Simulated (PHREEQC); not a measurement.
FeCl3 is added in steps, without added water, to 1 kg of water holding 0.0028 mol/kgw CuSO4, 0.21 mol/kgw HNO3 and 0.0078 mol/kgw Na2SO4, at 5 °C. Oxygen is held at 0.21 atm. The system is closed to CO2. Solids allowed: Fe(OH)3(a), Cu(OH)2, Brochantite, Antlerite, Atacamite, Cu2(OH)3NO3, Jarosite-Na, Halite, Mirabilite, Chalcanthite. Others were left out.

Base run: PHREEQC, ion-association model, wateq4f.dat. Each further column changes one thing. The table gives pH.

```
FeCl3 added (mol)  base  HNO3 from 0.21 to 0.105 mol/kgw  HNO3 from 0.21 to 0.042 mol/kgw  no solid may form
-----------------  ----  -------------------------------  -------------------------------  -----------------
0                  0.79                             1.10                             1.51               0.79
0.0075             0.79                             1.09                             1.49               0.79
0.0175             0.80                             1.09                             1.49               0.80
0.025              0.80                             1.10                             1.49               0.80
0.0325             0.80                             1.10                             1.49               0.80
0.0425             0.80                             1.10                             1.49               0.80
0.05               0.80                             1.10                             1.49               0.80
0.0575             0.80                             1.10                             1.49               0.80
0.0675             0.80                             1.10                             1.49               0.80
0.075              0.80                             1.11                             1.49               0.80
0.0825             0.81                             1.11                             1.49               0.81
0.0925             0.81                             1.11                             1.49               0.81
0.1                0.81                             1.11                             1.49               0.81
```

Constants without temperature data keep their 25 °C values here.
